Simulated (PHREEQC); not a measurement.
A solution holds 0.027 mol/kgw H2SO4, 0.097 mol/kgw CuSO4 and 0.12 mol/kgw Na2SO4, at 25 °C. Closed to the air; pH follows from the charge balance.

Model: ion-association model, phreeqc.dat, run in PHREEQC.

No solid was allowed to form.

Task: Predict the pH, specific conductance, density.

Result: pH 1.94; specific conductance 25800 µS/cm; density 1.028 g/cm³.

Task: In which forms is Na present?

Result: Na+ 88 %, NaSO4- 12 % of the Na.
